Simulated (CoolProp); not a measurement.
Values from CoolProp's reference Helmholtz-energy equation of state, Thol 2019.

Question: For decamethylcyclopentasiloxane (D5), give the phase and the speed of sound (m/s), Joule-Thomson coefficient (K/MPa), isothermal compressibility (1/MPa) at 326.1 K and 0.0109 MPa.

Answer: 
- 326.1 K and 0.0109 MPa: liquid; speed of sound 838, Joule-Thomson coefficient -0.388, isothermal compressibility 0.00181
